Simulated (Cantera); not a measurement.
A closed system holds: 1 mol Si, 0.03 mol O2, 8.6 mol H2, at 46.0 Pa.

Cantera equilibrium calculation (NASA polynomials, part measured and part estimated; ideal gas, pure solids and liquids). Candidate condensed phases: H2O, Si, SiO2; 18 gas species. Mutual solubility and eutectic melting of coexisting phases are not modelled. The tables hold silica as quartz up to 1696 K and as liquid above; real silica turns to tridymite and cristobalite and melts near 1996 K. Gases not in the tables: Si2H6 and higher silanes. Rates play no part.

Q: What share of the Si ends up in condensed phases as a function of T (K), at 973, 1073, 1173, 1273, 1373, 1473, 1573, 1673, 1773, 1873, 1973, 2073, 2173, 2273?

A: 
```tsv
T (K)	Si condensed (%)	as
973	100.0	Si(s) + SiO2(β-quartz)
1073	100.0	Si(s) + SiO2(β-quartz)
1173	99.5	Si(s) + SiO2(β-quartz)
1273	94.0	Si(s)
1373	94.0	Si(s)
1473	94.0	Si(s)
1573	93.9	Si(s)
1673	93.2	Si(s)
1773	89.8	Si(l)
1873	76.1	Si(l)
1973	25.3	Si(l)
2073	0.0	-
2173	0.0	-
2273	0.0	-
```
